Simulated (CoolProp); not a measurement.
Vinyl chloride at 293.15 K and 0.145 MPa is throttled through a valve to 0.062 MPa with no heat exchange. Each further row changes one setting.

Model: reference Helmholtz-energy equation of state, Thol 2022, in CoolProp.

```json
[
 {"case": "as stated", "temperature change (K)": "-2.4", "final density (kg/m³)": "1.62"},
 {"case": "outlet pressure 0.0186 MPa", "temperature change (K)": "[?]", "final density (kg/m³)": "0.485"},
 {"case": "outlet pressure 0.0806 MPa", "temperature change (K)": "[?]", "final density (kg/m³)": "[?]"}
]
```

Task: What belongs in the gaps?

Result: 
- outlet pressure 0.0186 MPa, temperature change (K): -3.6
- outlet pressure 0.0806 MPa, temperature change (K): -1.8
- outlet pressure 0.0806 MPa, final density (kg/m³): 2.11
